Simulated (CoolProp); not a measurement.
Aqueous ethanol as a coolant, 36 % by mass, freezing at -25.9 °C, 1 atm.

Values from CoolProp's Melinder's fits for secondary coolants.

```tsv
T (°C)	cp (kJ/(kg K))	viscosity (mPa s)	density (kg/m³)	Prandtl number
-23.3	3.817	32.9	969.1	351
-18.1	3.865	22.1	966.5	237
-12.9	3.909	15.4	963.7	165
-7.8	3.948	11.1	960.9	120
-2.6	3.985	8.15	957.8	88.2
2.6	4.018	6.16	954.7	66.7
7.8	4.048	4.76	951.4	51.6
12.9	4.075	3.78	948.0	40.9
18.1	4.100	3.04	944.6	32.9
23.3	4.122	2.49	941.0	26.9
28.5	4.143	2.07	937.3	22.3
33.6	4.161	1.75	933.6	18.8
38.8	4.179	1.49	929.8	15.9
```
